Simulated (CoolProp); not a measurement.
Saturation properties of normal hydrogen.

Computed with CoolProp (reference Helmholtz-energy equation of state, Leachman 2009).

```json
[
 {"T (°C)": "-248.35", "p (MPa)": "0.3076", "liquid density (kg/m³)": "65.01", "vapour density (kg/m³)": "3.736", "surface tension (mN/m)": "1.16", "liquid conductivity (mW/(m K))": "102"},
 {"T (°C)": "-247.25", "p (MPa)": "0.3862", "liquid density (kg/m³)": "63.25", "vapour density (kg/m³)": "4.673", "surface tension (mN/m)": "0.978", "liquid conductivity (mW/(m K))": "102"},
 {"T (°C)": "-246.15", "p (MPa)": "0.4779", "liquid density (kg/m³)": "61.31", "vapour density (kg/m³)": "5.805", "surface tension (mN/m)": "0.800", "liquid conductivity (mW/(m K))": "100"},
 {"T (°C)": "-245.05", "p (MPa)": "0.5838", "liquid density (kg/m³)": "59.13", "vapour density (kg/m³)": "7.187", "surface tension (mN/m)": "0.627", "liquid conductivity (mW/(m K))": "98.6"},
 {"T (°C)": "-243.95", "p (MPa)": "0.7054", "liquid density (kg/m³)": "56.64", "vapour density (kg/m³)": "8.903", "surface tension (mN/m)": "0.460", "liquid conductivity (mW/(m K))": "96.5"},
 {"T (°C)": "-242.85", "p (MPa)": "0.8439", "liquid density (kg/m³)": "53.67", "vapour density (kg/m³)": "11.11", "surface tension (mN/m)": "0.304", "liquid conductivity (mW/(m K))": "93.9"},
 {"T (°C)": "-241.65", "p (MPa)": "1.016", "liquid density (kg/m³)": "49.44", "vapour density (kg/m³)": "14.50", "surface tension (mN/m)": "0.153", "liquid conductivity (mW/(m K))": "90.7"},
 {"T (°C)": "-240.55", "p (MPa)": "1.197", "liquid density (kg/m³)": "43.10", "vapour density (kg/m³)": "20.01", "surface tension (mN/m)": "0.0526", "liquid conductivity (mW/(m K))": "91.7"}
]
```

It boils at -252.8 °C under 1 atm.

Thermal conductivity comes from a separate model (Assael 2011). Surface tension comes from a separate correlation (Mulero 2012).
